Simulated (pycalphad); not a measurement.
Source of the numbers: pycalphad with the COST 507 light-alloy database (1999); pressure 1 atm. The data set is of 1999 and partly superseded. Kinetics are ignored, which matters at the lower temperatures.

**Al-0.2003Si-7.308Fe (wt.%): equilibrium cooling sequence**

```
T (K)                phases above                     phases below
------  -------------------------  -------------------------------
1107.7                     LIQUID                 AL13FE4 + LIQUID
925.8            AL13FE4 + LIQUID        AL13FE4 + FCC_A1 + LIQUID
914.7   AL13FE4 + FCC_A1 + LIQUID                 AL13FE4 + FCC_A1
838.5            AL13FE4 + FCC_A1  AL13FE4 + ALFESI_ALPHA + FCC_A1
```

Changes were sought between steps of 75 K, so a narrower field can be missed.

Database names, with the compositions (at.%) that they take in these runs: AL13FE4: Al 76 Fe 24; ALFESI_ALPHA: Al 74 Fe 19 Si 7. FCC_A1 is fcc.
